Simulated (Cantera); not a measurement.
A Cantera script and what it prints.

```python
import numpy as np
import cantera as ct

gas_names = """
    Br Br2 Si SiBr SiBr2 SiBr3 SiBr4 Si2 Si3
""".split()
cond_names = """
    Br2(cr) Br2(L) Si(cr) Si(L)
""".split()


# ... load() reads the species with a 1 bar reference pressure and builds the phases ...
atoms = {
    'Si': {'Si': 1},
    'Br2': {'Br': 2},
}
top_T = {}  # K; cautious upper limits of use, not melting points


# ... equilibrate(T, P, feed) seeds the gas with the atoms and calls Mixture.equilibrate('TP', solver="vcs", rtol=1e-11, max_steps=5000) ...
results = []
T = 648.15  # K
P = 63000  # Pa
for m in [0.5, 0.63, 0.79, 1, 1.3, 1.6, 2, 2.5, 3.1, 4, 5, 6.2, 7.9]:
    feed = {'Si': 1, 'Br2': m}  # mol
    mix = equilibrate(T, P, feed)
    results.append((T, P, feed, dict(zip(mix.species_names, mix.species_moles))))

top = {s: max(r[3][s] / sum(r[3][g] for g in gas_names) for r in results) for s in gas_names}
cols = sorted((s for s in top if top[s] > 1e-05), key=lambda s: -top[s])[:5]
seen = [c for c in cond_names if any(r[3].get(c, 0) > 1e-12 for r in results)]
print("log10 of partial pressures in bar; condensed amounts in mol")
print(f"{'n(Br2)':>10s}" + "".join(f"{s[:9]:>10s}" for s in cols + seen))
for T, P, feed, n in results:
    ng = sum(n[g] for g in gas_names)
    print(f"{feed['Br2']:10.4g}" + "".join(f"{np.log10(max(n[s] / ng * P / 1e5, 1e-99)):10.3f}" for s in cols)
          + "".join(f"{n.get(c, 0):10.4g}" for c in seen))
```

Result:

```
log10 of partial pressures in bar; condensed amounts in mol
    n(Br2)     SiBr4       Br2        Br    Si(cr)
       0.5    -0.201   -15.961   -12.989      0.75
      0.63    -0.201   -15.961   -12.989     0.685
      0.79    -0.201   -15.961   -12.989     0.605
         1    -0.201   -15.961   -12.989       0.5
       1.3    -0.201   -15.961   -12.989      0.35
       1.6    -0.201   -15.961   -12.989       0.2
         2    -0.201    -9.444    -9.730         0
       2.5    -0.377    -0.678    -5.347         0
       3.1    -0.523    -0.481    -5.249         0
         4    -0.678    -0.377    -5.196         0
         5    -0.803    -0.326    -5.171         0
       6.2    -0.917    -0.293    -5.155         0
       7.9    -1.040    -0.269    -5.142         0
```

Equilibrium computed with Cantera from the NASA thermochemical tables; the gas is ideal and each condensed phase is pure.
